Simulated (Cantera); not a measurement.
**Thermodynamics of carbon deposition, reforming and gasification, feed C + O₂ + H₂**

Feed: 1 mol C, 0.0082 mol O₂, 3.6 mol H₂, equilibrated at 2573.15 K and 10.0 Torr.

Equilibrium computed with Cantera from the NASA thermochemical tables; the gas is ideal and each condensed phase is pure. Candidate condensed phases: C, C₆H₆, C₇H₈, C₈H₁₈, H₂O; 110 gas species. Kinetics and transport are ignored.

```yaml
x(H₂): 0.730
x(H): 0.254
x(C₂H₂ (acetylene)): 0.0107
x(CO): 0.00396
x(C₂H): 0.000310
x(C₃): 0.000113
x(C₄H₂): 6.44e-5
x(C): 3.32e-5
x(C₂H₂ (vinylidene)): 1.06e-5
n(C(graphite)): 0.890 mol
gas_amount: 4.145 mol
```
